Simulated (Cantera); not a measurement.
A perfectly stirred reactor is fed with 10.6 % CH3OH, 9.94 % O2, 79.5 % N2, at 0.987 atm; it is adiabatic with a 550 K inlet, and is followed from long to short residence time, starting on the burning branch (τ in s: 0.44, 0.15, 0.051, 0.018, 0.006, 0.002, 0.0007, 0.00024, 8.2e-05).

Detailed kinetics in Cantera: GRI-Mech 3.0 (53 species, 325 reactions). GRI-Mech 3.0 was tuned for natural gas; its chemistry of methanol as a main component is partial and can be far from experiment.

### Question
Predict: blow-out, bracketed by the residence times tried; x(CH3OH) at τ = 0.440 s; x(O2) at τ = 0.440 s; x(C2H2) at τ = 0.440 s; x(C2H4) at τ = 0.440 s; x(CH3OH) at τ = 6.00 ms; x(O2) at τ = 6.00 ms; x(N2O) at τ = 6.00 ms; x(C2H2) at τ = 6.00 ms; x(C2H4) at τ = 6.00 ms.

### Answer
```
Item                                                                            Value
------------------------------------------------  -----------------------------------
blow-out, bracketed by the residence times tried  burning at 2.00 ms, out at 0.700 ms
x(CH3OH) at τ = 0.440 s                                                       1.81e-6
x(O2) at τ = 0.440 s                                                          4.68e-5
x(C2H2) at τ = 0.440 s                                                        2.95e-7
x(C2H4) at τ = 0.440 s                                                        6.09e-9
x(CH3OH) at τ = 6.00 ms                                                       4.92e-5
x(O2) at τ = 6.00 ms                                                          0.00122
x(N2O) at τ = 6.00 ms                                                         3.22e-9
x(C2H2) at τ = 6.00 ms                                                        1.28e-5
x(C2H4) at τ = 6.00 ms                                                        1.16e-6
```
